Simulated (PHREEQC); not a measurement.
Synthetic water in mg/L, 20 °C, pH 2.78, pe 12:

| constituent | mg/L |
|---|---|
| Na | 454 |
| K | 453 |
| Ca | 933 |
| Mg | 21.1 |
| Cl | 1050 |
| S(6) as SO4 | 2470 |
| Cd | 60.6 |
| F | 0.487 |
| Mn(2) | 5.03 |
| Zn | 1.16 |

Cl is adjusted to close the charge balance.
Valence states are taken as typed.

The numbers come from PHREEQC with the ion-association model, phreeqc.dat.

Question: The ionic strength comes out as 0.102 mol/kgw. What activity coefficients do F-, Na+, MnCl+, Mg+2, KSO4- get?

Answer: F- 0.76, Na+ 0.79, MnCl+ 0.78, Mg+2 0.41, KSO4- 0.79.

This is a speciation only: nothing precipitates in the calculation. Saturation is exceeded, for instance for Gypsum; the values hold only as long as no solid forms.
